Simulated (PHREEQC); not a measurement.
Alkaline etch or developer

Make-up at 55 °C: 0.37 mol/kgw NaOH, 0.022 mol/kgw CO2 and 0.00083 mol/kgw K2CO3. Closed to the air; pH follows from the charge balance.

The numbers come from PHREEQC with the ion-association model, phreeqc.dat.

```
Quantity                     Result
--------------------  -------------
pH                            12.46
ionic strength        0.355 mol/kgw
activity of water             0.988
specific conductance   107000 µS/cm
density                 1.002 g/cm³
total alkalinity         372 meq/kg
```

```csv
species,molality,activity,log γ
Na+,0.350,0.249,-0.149
OH-,0.326,0.211,-0.190
NaCO3-,0.0196,0.0141,-0.144
CO3-2,0.00321,0.000768,-0.621
K+,0.00166,0.00109,-0.185
HCO3-,5.42e-6,3.79e-6,-0.155
NaHCO3,4.19e-7,4.54e-7,0.036
```

No solid was allowed to form. Species that the database lacks are ignored. Away from 25 °C the constants follow the database's enthalpies or fits; those with neither stay at their 25 °C values.
